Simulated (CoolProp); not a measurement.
Saturation properties of cyclopentane.

Model: reference Helmholtz-energy equation of state, Gedanitz 2015, in CoolProp.

| T (K) | p (MPa) | vapour density (kg/m³) | liquid conductivity (mW/(m K)) |
|---|---|---|---|
| 403.6 | 0.8076 | 19.92 | 90.3 |
| 406.9 | ___ | 21.28 | 89.3 |
| 410.3 | 0.9212 | 22.76 | 88.2 |
| 413.6 | 0.9814 | 24.27 | 87.2 |
| 417 | 1.046 | 25.92 | 86.2 |
| 420.3 | 1.112 | 27.61 | 85.3 |
| 423.6 | 1.181 | 29.40 | 84.3 |
| 427 | 1.256 | 31.36 | 83.3 |
| 430.3 | ___ | 33.36 | 82.4 |
| 433.7 | 1.412 | 35.55 | 81.5 |
| 437 | 1.495 | 37.80 | 80.6 |
| 440.4 | ___ | 40.26 | 79.6 |
| 443.7 | 1.673 | 42.79 | 78.8 |

### Question
Complete the blanks.

### Answer

- 406.9, p (MPa): 0.8622
- 430.3, p (MPa): 1.331
- 440.4, p (MPa): 1.583

It boils at 322.4 K under 1 atm.

Thermal conductivity comes from a separate model (Vassiliou 2015).
